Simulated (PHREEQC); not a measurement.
PHREEQC input (Pitzer model, pitzer.dat):

```
SOLUTION 1
  temp 30
  units mol/kgw
  pH 7 charge
  Cl 0.19
  K 0.19
  C(4) 0.43
  Na 0.86
END
USE solution 1
INCREMENTAL_REACTIONS false
REACTION 1
  H2O -1
  0 9.886 18.011 24.689 30.178 34.689 38.397 41.444
  43.949 46.007 47.699 49.089 50.232 51.172 moles
EQUILIBRIUM_PHASES 1
  Halite 0 0
  Kalicinite 0 0
  Nahcolite 0 0
  Natron 0 0
  Sylvite 0 0
  Trona 0 0
SELECTED_OUTPUT 1
  -reset false
  -pH true
  -pe true
  -ionic_strength true
  -water true
  -activities H2O
  -totals C Cl K Na
  -molalities H+ Na+ K+ Cl- CO3-2 OH- HCO3- CO2
  -equilibrium_phases Halite Kalicinite Nahcolite Natron Sylvite Trona
PRINT
  -reset false
END
```

Selected output (columns that matter, 14 of 14 rows; water left (kg) added in front):

```
water left (kg)	pH	mu	C	Cl	K	Na	m_H+	m_Na+	m_K+	m_Cl-	m_CO3-2	la_H2O	Natron	Sylvite
1	11.441	1.474	0.43	0.19	0.19	0.86	8.3838e-12	0.86	0.19	0.19	0.42402	-0.010164	0	0
0.821908	11.475	1.7943	0.52317	0.23117	0.23117	1.0463	8.077e-12	1.0463	0.23117	0.23117	0.51682	-0.012263	0	0
0.67554	11.511	2.1841	0.63653	0.28126	0.28126	1.2731	7.7025e-12	1.2731	0.28126	0.28126	0.62981	-0.014828	0	0
0.55524	11.551	2.6584	0.77444	0.34219	0.34219	1.5489	7.2398e-12	1.5489	0.34219	0.34219	0.76736	-0.017994	0	0
0.45636	11.595	3.2356	0.94224	0.41634	0.41634	1.8845	6.6711e-12	1.8845	0.41634	0.41634	0.9348	-0.021958	0	0
0.375098	11.644	3.9379	1.1464	0.50653	0.50653	2.2927	5.9863e-12	2.2927	0.50653	0.50653	1.1386	-0.027003	0	0
0.308302	11.7	4.7923	1.3947	0.61628	0.61628	2.7895	5.1886e-12	2.7895	0.61628	0.61628	1.3866	-0.033554	0	0
0.253414	11.764	5.8318	1.6968	0.74976	0.74976	3.3937	4.301e-12	3.3937	0.74976	0.74976	1.6884	-0.042252	0	0
0.208289	11.837	7.0967	2.0644	0.91219	0.91219	4.1289	3.3683e-12	4.1289	0.91219	0.91219	2.0556	-0.054079	0	0
0.171217	11.92	8.6347	2.5114	1.1097	1.1097	5.0229	2.4558e-12	5.0229	1.1097	1.1097	2.5022	-0.070539	0	0
0.135608	12.003	10.274	2.9609	1.4011	1.4011	5.9218	1.6795e-12	5.9218	1.4011	1.4011	2.9512	-0.092328	0.028481	0
0.0926723	12.083	11.822	3.2605	2.0502	2.0502	6.5211	1.0299e-12	6.5211	2.0502	2.0502	3.2507	-0.12316	0.12784	0
0.05658	12.194	14.045	3.8193	2.5978	2.5978	7.6385	5.6162e-13	7.6385	2.5978	2.5978	3.8087	-0.16717	0.21391	0.043014
0.00232033	12.194	14.045	3.8193	2.5978	2.5978	7.6385	5.6162e-13	7.6385	2.5978	2.5978	3.8087	-0.16717	0.42114	0.18397
```

Complexes and solids missing from the database can't appear.
